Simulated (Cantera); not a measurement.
## Equilibrium for iron carbonyl, mercury and lead vapours: PbO + H2

Input: 1 mol PbO, 0.21 mol H2, held at 1 atm.

These are equilibrium values from Cantera (NASA tables, ideal gas, pure condensed phases), not measurements of a reactor. Candidate condensed phases: H2O, Pb, PbO, PbO2, Pb3O4; 12 gas species. Each liquid is taken as pure. Mutual solubility and eutectic melting of coexisting phases are not modelled. Gases not in the tables: (PbO)n polymers. The numbers say what is thermodynamically allowed, not how fast it happens.

From 973 K to 1123 K the condensed part is Pb(l) + PbO(yellow). From 1173 K to 1423 K the condensed part is Pb(l) + PbO(l).

| T (K) | log p H2O | log p Pb | log p PbO | log p H2 | log p OH | log p Pb2 | n Pb(l) | n PbO(yellow) | n PbO(l) |
|---|---|---|---|---|---|---|---|---|---|
| 973 | 0.01 | -5.06 | -6.92 | -3.87 | -9.77 | -10.74 | 0.210 | 0.790 | 0 |
| 1023 | 0.01 | -4.57 | -6.19 | -3.79 | -9.06 | -9.93 | 0.210 | 0.790 | 0 |
| 1073 | 0.01 | -4.14 | -5.54 | -3.72 | -8.42 | -9.20 | 0.210 | 0.790 | 0 |
| 1123 | 0.01 | -3.74 | -4.94 | -3.65 | -7.83 | -8.53 | 0.210 | 0.790 | 0 |
| 1173 | 0.01 | -3.37 | -4.41 | -3.57 | -7.30 | -7.93 | 0.210 | 0 | 0.790 |
| 1223 | 0.01 | -3.04 | -3.96 | -3.46 | -6.83 | -7.37 | 0.210 | 0 | 0.790 |
| 1273 | 0.00 | -2.74 | -3.55 | -3.36 | -6.40 | -6.86 | 0.210 | 0 | 0.790 |
| 1323 | 0.00 | -2.45 | -3.18 | -3.27 | -6.00 | -6.39 | 0.209 | 0 | 0.790 |
| 1373 | 0.00 | -2.19 | -2.83 | -3.18 | -5.63 | -5.96 | 0.209 | 0 | 0.790 |
| 1423 | 0.00 | -1.95 | -2.51 | -3.10 | -5.29 | -5.55 | 0.207 | 0 | 0.790 |
log p: log10 of the partial pressure in bar; n: condensed amount in mol.
